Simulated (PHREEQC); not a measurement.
Dissolve 0.35 mol/kgw H2SO4, 0.21 mol/kgw K2SO4 and 0.0052 mol/kgw H3BO3 at 25 °C. Closed to the air; pH follows from the charge balance.

The numbers come from PHREEQC with the ion-association model, phreeqc.dat.

```csv
quantity,before,after
pH,0.69,0.75
SO4-2 (mol/kgw),0.0928,0.130
KSO4- (mol/kgw),0.0398,0.0742
```

Question: Name the change that produced these shifts.
A) H2SO4 from 0.35 to 0.035 mol/kgw
B) H3BO3 from 0.0052 to 0.00052 mol/kgw
C) H2SO4 from 0.35 to 0.07 mol/kgw
D) H3BO3 left out
E) K2SO4 from 0.21 to 0.315 mol/kgw

Answer: E, K2SO4 from 0.21 to 0.315 mol/kgw

This is a speciation only: nothing precipitates in the calculation. The ionic strength passes 0.7 mol/kgw, the rough limit of the ion-association models, in every such run.
